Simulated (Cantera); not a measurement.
Pyrogenic steam for wet oxidation

An isothermal, constant-pressure homogeneous reactor starts with 16.1 % H₂, 17.1 % O₂, 66.8 % N₂, at 975 K and 100.0 Torr.

Cantera simulation using GRI-Mech 3.0 (53 species, 325 reactions); the numbers are that mechanism's predictions, not measurements. Radical loss at walls, strong at low pressure, is not modelled. The temperature is held fixed by assumption; the heat of reaction is taken as removed at once.

| t (s) | x H₂ | x O₂ | x NO₂ | x N₂O | x NO | x OH | x H₂O₂ |
|---|---|---|---|---|---|---|---|
| 2.00e-6 | 0.161 | 0.171 | <1e-12 | <1e-12 | <1e-12 | <1e-12 | <1e-12 |
| 7.97e-6 | 0.161 | 0.171 | <1e-12 | <1e-12 | <1e-12 | <1e-12 | <1e-12 |
| 3.17e-5 | 0.161 | 0.171 | <1e-12 | <1e-12 | <1e-12 | 1.98e-12 | <1e-12 |
| 0.000126 | 0.161 | 0.171 | <1e-12 | <1e-12 | <1e-12 | 2.02e-11 | <1e-12 |
| 0.000503 | 0.161 | 0.171 | <1e-12 | <1e-12 | <1e-12 | 4.84e-9 | 1.40e-11 |
| 0.00200 | 0.0153 | 0.106 | 6.63e-11 | 4.84e-9 | 8.34e-7 | 0.00179 | 2.12e-6 |
| 0.00798 | 0.000824 | 0.0990 | 1.09e-8 | 9.36e-9 | 9.29e-7 | 8.38e-5 | 1.24e-6 |
| 0.0318 | 0.000133 | 0.0987 | 5.18e-8 | 1.04e-8 | 8.88e-7 | 2.59e-5 | 5.40e-7 |
| 0.127 | 1.02e-5 | 0.0987 | 8.93e-8 | 1.09e-8 | 8.51e-7 | 9.77e-6 | 1.07e-7 |
| 0.504 | 2.78e-7 | 0.0987 | 5.72e-8 | 1.10e-8 | 8.83e-7 | 3.48e-6 | 2.00e-8 |
| 2.01 | 7.27e-9 | 0.0987 | 2.04e-8 | 1.11e-8 | 9.20e-7 | 1.42e-6 | 4.11e-9 |
| 8.00 | 1.20e-9 | 0.0987 | 7.24e-9 | 1.11e-8 | 9.33e-7 | 6.63e-7 | 9.98e-10 |
x: mole fraction; the columns are a selection and need not sum to one.

Equilibrium at this temperature and pressure: H₂ 6.25e-11, O₂ 0.0987, NO₂ 2.51e-7, N₂O 4.62e-10, NO 1.56e-5, OH 1.27e-7, H₂O₂ 4.07e-11 (gas phase only).
